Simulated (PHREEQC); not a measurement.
1 kg of water meets 20 L of dry gas (N2 0.82, O2 0.18 by moles) at fixed total pressure, at 25 °C; fugacities by Peng-Robinson. The gases take part in no redox reaction, some water evaporates into the gas, and hydrates or a liquid gas phase aren't modelled. Nothing may precipitate in this run.

Computed with PHREEQC (ion-association model, phreeqc.dat).

| P (atm) | dissolved N2 (mol/kgw) | φ of N2 | p of N2 (atm) | dissolved O2 (mol/kgw) |
|---|---|---|---|---|
| 2 | 0.00107 | 0.999 | 1.61 | 0.000452 |
| 10 | 0.00537 | … | 8.17 | 0.00225 |
| 20 | … | 0.992 | 16.4 | 0.00441 |
| 30 | 0.0156 | 0.988 | 24.6 | 0.00649 |
| 50 | 0.0253 | 0.982 | 41.0 | 0.0104 |
| 100 | 0.0472 | … | 82.0 | 0.0189 |
| 150 | 0.0666 | 0.970 | 123 | 0.0259 |
| 200 | 0.0840 | 0.974 | 164 | 0.0318 |
| 400 | 0.141 | 1.039 | 328 | 0.0489 |

**Question.** Complete the blanks.

**Answer.** 
- 10, φ of N2: 0.996
- 20, dissolved N2 (mol/kgw): 0.0106
- 100, φ of N2: 0.972

Species that the database lacks are ignored.
